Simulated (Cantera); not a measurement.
Input (Python, Cantera):

```python
import numpy as np
import cantera as ct

gas = ct.Solution("gri30.yaml")
gas.TPX = 1423, 85000, {'CH3OH': 1, 'O2': 0.833, 'N2': 3.13}
reactor = ct.IdealGasConstPressureReactor(gas, energy="on", clone=False)
net = ct.ReactorNet([reactor])
net.rtol, net.atol = 1e-08, 1e-16
show = ['CH3OH', 'O2', 'CO2', 'C2H6', 'OH']
times = np.geomspace(1e-06, 0.4, 10)

steps = ct.SolutionArray(gas, extra=["t"])
rows = []
print(f"{'t/s':>10s}{'T/K':>9s}{'P/Pa':>11s}" + "".join(f"{s:>11s}" for s in show))
for t in times:
    while net.time < t:
        t_next = net.step()
        steps.append(gas.state, t=t_next)
    rows.append([np.interp(t, steps.t, y) for y in (steps.T, steps.P, *steps(*show).X.T)])
    print(f"{t:10.3e}{rows[-1][0]:9.1f}{rows[-1][1]:11.4g}" + "".join(f"{x:11.3e}" for x in rows[-1][2:]))
rate = np.gradient(steps.T, steps.t)
print("integrator steps:", len(steps.t))
if steps.T.max() > steps.T[0] + 200:
    print(f"time of steepest temperature rise: {steps.t[rate.argmax()]:.4e} s")
gas.TPX = 1423, 85000, {'CH3OH': 1, 'O2': 0.833, 'N2': 3.13}
gas.equilibrate("HP")
print(f"equilibrium (HP): T = {gas.T:.1f} K  " + "  ".join(f"{s} {gas[s].X[0]:.3e}" for s in show))
```

Result:

```
       t/s      T/K       P/Pa      CH3OH         O2        CO2       C2H6         OH
 1.000e-06   1423.0    8.5e+04  2.015e-01  1.678e-01  1.048e-07  2.282e-12  6.304e-08
 4.192e-06   1423.0    8.5e+04  2.015e-01  1.678e-01  4.811e-07  1.348e-10  6.385e-08
 1.758e-05   1423.0    8.5e+04  2.014e-01  1.678e-01  2.058e-06  4.299e-09  6.942e-08
 7.368e-05   1423.1    8.5e+04  2.011e-01  1.676e-01  8.685e-06  3.294e-08  1.614e-07
 3.089e-04   1431.8    8.5e+04  1.932e-01  1.637e-01  4.340e-05  7.980e-08  3.160e-06
 1.295e-03   2571.4    8.5e+04  9.820e-15  6.054e-04  4.249e-02  1.533e-25  6.958e-03
 5.429e-03   2583.9    8.5e+04  1.077e-14  4.830e-04  4.239e-02  2.333e-25  6.291e-03
 2.276e-02   2581.6    8.5e+04  1.088e-14  4.702e-04  4.229e-02  2.419e-25  6.207e-03
 9.541e-02   2581.6    8.5e+04  1.089e-14  4.698e-04  4.228e-02  2.421e-25  6.204e-03
 4.000e-01   2581.6    8.5e+04  1.089e-14  4.698e-04  4.228e-02  2.421e-25  6.204e-03
integrator steps: 1856
time of steepest temperature rise: 4.7526e-04 s
equilibrium (HP): T = 2581.6 K  CH3OH 1.119e-14  O2 4.698e-04  CO2 4.228e-02  C2H6 3.117e-25  OH 6.204e-03
```

Detailed kinetics in Cantera: GRI-Mech 3.0 (53 species, 325 reactions). GRI-Mech 3.0 was tuned for natural gas; its chemistry of methanol as a main component is partial and can be far from experiment.
